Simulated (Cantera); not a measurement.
A closed system holds: 1 mol Si, 3.9 mol H₂, 2.4 mol Cl₂, held at 898 K and 6980 Torr.

Equilibrium computed with Cantera from the NASA thermochemical tables; the gas is ideal and each condensed phase is pure. The numbers say what is thermodynamically allowed, not how fast it happens.

| species | before | after |
|---|---|---|
| H₂ | 0.658 | 0.806 |
| SiCl₄ | 0.186 | 0.0932 |
| SiHCl₃ | 0.00223 | 0.0899 |
| HCl | 0.153 | 0.00233 |
| SiH₃Cl | <1e-9 | 0.000182 |
| SiH₂Cl₂ | 2.52e-6 | 0.00820 |
| SiCl₃ | 3.63e-6 | 0.000132 |
| Si(s), mol | 0 | 0.131 |
Gas species are given as mole fractions.

Task: Which change was made?
A) Cl₂ from 2.4 to 2.7 mol
B) temperature from 898 K to 948.15 K
C) temperature from 898 K to 1148.15 K
D) Cl₂ from 2.4 to 1.5 mol

Result: D, Cl₂ from 2.4 to 1.5 mol. The tables' values for SiCl₃ are old estimates; treat these amounts as uncertain
